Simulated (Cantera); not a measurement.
Input: 1 mol Si, 1.4 mol Cl₂, 9.7 mol H₂, at 0.100 bar.

Method: chemical equilibrium by Gibbs-energy minimisation in Cantera with the NASA 1993 tables (ideal gas, pure condensed phases). Candidate condensed phases: Si; 19 gas species. Kinetics and transport are ignored.

Over these rows the condensed part is Si(s). Partial pressures as log10 of bar:

```csv
T (K),1000/T (1/K),log p SiCl₄,log p H₂,log p HCl,log p SiHCl₃
975,1.0256,-2.31,-1.04,-2.86,-2.73
1075,0.9302,-2.36,-1.04,-2.52,-2.78
1175,0.8511,-2.46,-1.05,-2.26,-2.88
1275,0.7843,?,-1.07,-2.08,-3.06
1375,0.7273,-3.07,-1.08,-1.98,-3.36
1475,0.6780,-3.60,-1.09,-1.93,-3.78
```

Task: Fit log p(SiCl₄) = a + b·(1000/T) to the five rows, give the apparent enthalpy, and predict the row at 1275 K.

Result: Means: 1000/T = 0.8424, log p = -2.760. Sxy = 0.293947, Sxx = 0.0816221, so b = 3.60 and a = -2.760 − (3.60)×0.8424 = -5.79.
Apparent enthalpy: −19.145 × (3.60) = -69 kJ/mol. With the condensed phases at unit activity, Si(s) + 4 HCl(g) = SiCl₄(g) + 2 H₂(g) links this pressure to the main gases: over the six rows their terms move log p by +3.82 in all, so the slope isn't that reaction's ΔH° alone. The five rows lie within 0.27 of the line; that is curvature, so one enthalpy describes this range poorly.
Prediction at 1275 K: -5.79 + (3.60)×0.7843 = -2.97. The computed value is -2.68, 0.29 from the line.
